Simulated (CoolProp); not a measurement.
R125 at 472.3 K and 0.79 MPa is throttled through a valve to 0.0965 MPa with no heat exchange. Each further row changes one setting.

Values from CoolProp's reference Helmholtz-energy equation of state, Lemmon 2005.

| case | temperature change (K) | final density (kg/m³) |
|---|---|---|
| as stated | -2.5 | 2.97 |
| outlet pressure 0.029 MPa | -2.8 | 0.892 |
| outlet pressure 0.125 MPa | -2.4 | 3.85 |
